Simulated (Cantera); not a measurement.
A freely propagating, adiabatic, planar premixed flame of 11.9 % CH4, 1.05 % CO, 16.2 % O2, 51.9 % N2, 19.0 % CO2, unburnt at 475 K and 1.40 bar; unity-Lewis-number transport, grid criteria slope 0.08 and curve 0.16, no radiation.

Cantera simulation using GRI-Mech 3.0 (53 species, 325 reactions); the numbers are that mechanism's predictions, not measurements. Unity Lewis numbers drop preferential diffusion, which matters most where H2 and H carry the flame. Burning velocities carry a grid error of a few per cent, more on coarse grids.

Q: Predict: laminar burning velocity; thermal thickness; peak x(OH); peak x(C2H2).

A: 
- laminar burning velocity = 5.76 cm/s
- thermal thickness = 2.13 mm
- peak x(OH) = 8.68e-5
- peak x(C2H2) = 0.00182
